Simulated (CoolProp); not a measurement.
Computed with CoolProp (reference Helmholtz-energy equation of state, Aleksandrov 2011). It is a short technical equation, of lower accuracy than the large ones.

### Question
Give the vapour pressure (kPa), liquid density (kg/m³), enthalpy of vaporisation (kJ/kg), vapour Z of saturated n-undecane at 474.4, 501.9 K.

### Answer
```tsv
T (K)	p (kPa)	liquid density (kg/m³)	enthalpy of vaporisation (kJ/kg)	vapour Z
474.4	116	594	262	0.924
501.9	213	568	243	0.885
```
